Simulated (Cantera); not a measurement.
An isothermal, constant-pressure homogeneous reactor starts with CO : O2 : H2O : N2 = 0.0094 : 0.0063 : 0.079 : 1 (molar parts), at 1523 K and 1200 Torr.

Detailed kinetics in Cantera: GRI-Mech 3.0 (53 species, 325 reactions).

Task: Predict: x(CO) at 10.0 s; x(O2) at 10.0 s; x(H2O) at 10.0 s; x(NO) at 10.0 s; x(H) at 10.0 s; x(OH) at 10.0 s; x(HO2) at 10.0 s.

Result: 
```
Item                                                 Value
----------------  ----------------------------------------
x(CO) at 10.0 s    1.23e-6 (gas-phase equilibrium 1.26e-6)
x(O2) at 10.0 s    0.00146 (gas-phase equilibrium 0.00140)
x(H2O) at 10.0 s     0.0725 (gas-phase equilibrium 0.0725)
x(NO) at 10.0 s   8.19e-7 (gas-phase equilibrium 0.000121)
x(H) at 10.0 s     3.61e-8 (gas-phase equilibrium 3.65e-8)
x(OH) at 10.0 s    2.09e-5 (gas-phase equilibrium 2.07e-5)
x(HO2) at 10.0 s   5.27e-9 (gas-phase equilibrium 5.11e-9)
```
